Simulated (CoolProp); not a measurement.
Vapour-liquid equilibrium of toluene (1) + o-xylene (2) at 285 kPa; x and y are mole fractions of (1).

Model: multi-fluid Helmholtz-energy mixture model, Lemmon 2006 and Zhou 2012; pair parameters Bell 2016, in CoolProp.

| x | bubble temperature (K) | y at the bubble point | dew temperature at overall composition x (K) | liquid density (mol/L) |
|---|---|---|---|---|
| 0.05 | (withheld) | 0.092 | 460.1 | 6.883 |
| 0.2 | 452.0 | 0.334 | 456.0 | 7.055 |
| 0.35 | 445.6 | 0.526 | (withheld) | 7.227 |
| 0.5 | 439.9 | 0.678 | 446.6 | 7.398 |
| 0.65 | 434.7 | (withheld) | 441.0 | 7.570 |
| 0.8 | 430.1 | 0.895 | 434.6 | 7.743 |
| 0.95 | 426.0 | (withheld) | 427.3 | 7.920 |

**Question.** What belongs in the gaps?

**Answer.** 
- 0.05, bubble temperature (K): 459.0
- 0.35, dew temperature at overall composition x (K): 451.5
- 0.65, y at the bubble point: 0.798
- 0.95, y at the bubble point: 0.976

No azeotrope shows between x = 0.05 and 0.95.

Pair parameters are fitted to limited data, so mixtures are less certain than the pure fluids.
